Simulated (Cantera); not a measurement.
A Cantera script and its output.

```python
import numpy as np
import cantera as ct

gas = ct.Solution("h2o2.yaml")
gas.TPX = 1025, 790, {'H2': 0.096, 'O2': 1}
reactor = ct.IdealGasConstPressureReactor(gas, energy="off", clone=False)
net = ct.ReactorNet([reactor])
net.rtol, net.atol = 1e-08, 1e-18
show = ['H2', 'O2', 'OH', 'H2O2', 'HO2']
times = np.geomspace(4e-05, 10, 13)

steps = ct.SolutionArray(gas, extra=["t"])
rows = []
print(f"{'t/s':>10s}{'T/K':>9s}{'P/Pa':>11s}" + "".join(f"{s:>11s}" for s in show))
for t in times:
    while net.time < t:
        t_next = net.step()
        steps.append(gas.state, t=t_next)
    rows.append([np.interp(t, steps.t, y) for y in (steps.T, steps.P, *steps(*show).X.T)])
    print(f"{t:10.3e}{rows[-1][0]:9.1f}{rows[-1][1]:11.4g}" + "".join(f"{x:11.3e}" for x in rows[-1][2:]))
rate = np.gradient(steps.T, steps.t)
print("integrator steps:", len(steps.t))
if steps.T.max() > steps.T[0] + 200:
    print(f"time of steepest temperature rise: {steps.t[rate.argmax()]:.4e} s")
gas.TPX = 1025, 790, {'H2': 0.096, 'O2': 1}
gas.equilibrate("TP")
print(f"equilibrium (TP): T = {gas.T:.1f} K  " + "  ".join(f"{s} {gas[s].X[0]:.3e}" for s in show))
```

Output:

```
       t/s      T/K       P/Pa         H2         O2         OH       H2O2        HO2
 4.000e-05   1025.0        790  8.759e-02  9.124e-01  2.991e-12  5.157e-16  3.583e-11
 1.127e-04   1025.0        790  8.759e-02  9.124e-01  1.820e-11  4.080e-15  1.011e-10
 3.175e-04   1025.0        790  8.759e-02  9.124e-01  9.579e-11  3.245e-14  2.855e-10
 8.944e-04   1025.0        790  8.759e-02  9.124e-01  7.831e-10  2.593e-13  8.163e-10
 2.520e-03   1025.0        790  8.759e-02  9.124e-01  7.499e-08  2.487e-12  4.025e-09
 7.099e-03   1025.0        790  5.123e-02  8.914e-01  3.933e-03  2.036e-07  4.123e-06
 2.000e-02   1025.0        790  1.863e-03  8.742e-01  2.501e-03  8.114e-08  5.200e-06
 5.635e-02   1025.0        790  7.170e-04  8.963e-01  1.519e-03  9.788e-08  4.566e-06
 1.587e-01   1025.0        790  1.193e-04  9.064e-01  5.993e-04  9.512e-08  2.545e-06
 4.472e-01   1025.0        790  1.388e-05  9.081e-01  2.065e-04  6.047e-08  7.897e-07
 1.260e+00   1025.0        790  1.870e-06  9.083e-01  7.819e-05  2.788e-08  1.799e-07
 3.550e+00   1025.0        790  3.374e-07  9.084e-01  3.415e-05  1.149e-08  4.191e-08
 1.000e+01   1025.0        790  7.797e-08  9.084e-01  1.674e-05  4.592e-09  1.115e-08
integrator steps: 1758
equilibrium (TP): T = 1025.0 K  H2 1.969e-10  O2 9.084e-01  OH 8.601e-07  H2O2 2.987e-11  HO2 1.177e-09
```

Computed with Cantera and the H2/O2 subset of GRI-Mech 3.0, which has no nitrogen chemistry. Radical loss at walls, strong at low pressure, is not modelled. The temperature is held fixed by assumption; the heat of reaction is taken as removed at once.
